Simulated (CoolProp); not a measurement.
A single-stage vapour-compression cycle with isobutane: evaporating at 267.15 K (dew point), condensing at 305.15 K (bubble point), superheat 0 K, subcooling 8 K, compressor efficiency 0.65, no pressure losses. Each further row changes one setting.

Values from CoolProp's reference Helmholtz-energy equation of state, Bücker 2006.

| case | cooling COP | pressure ratio | discharge temperature (K) | refrigerating effect (kJ/kg) | volumetric capacity (kJ/m³) |
|---|---|---|---|---|---|
| as stated | (withheld) | 3.39 | 315.6 | 290 | 1010 |
| evaporating temperature 272.15 K | 4.93 | 2.83 | (withheld) | (withheld) | (withheld) |
| condensing temperature 300.15 K | 4.86 | (withheld) | (withheld) | 302 | 1050 |
| subcooling 13 K | 4.29 | 3.39 | 315.6 | 302 | 1050 |
| superheat 10 K | 4.15 | 3.39 | (withheld) | 306 | 1020 |
| compressor efficiency 0.55 | 3.48 | 3.39 | (withheld) | 290 | 1010 |

Fill in the missing entries.


- as stated, cooling COP: 4.11
- evaporating temperature 272.15 K, discharge temperature (K): 313.7
- evaporating temperature 272.15 K, refrigerating effect (kJ/kg): 296
- evaporating temperature 272.15 K, volumetric capacity (kJ/m³): 1220
- condensing temperature 300.15 K, pressure ratio: 2.94
- condensing temperature 300.15 K, discharge temperature (K): 309.9
- superheat 10 K, discharge temperature (K): 325.8
- compressor efficiency 0.55, discharge temperature (K): 322.4
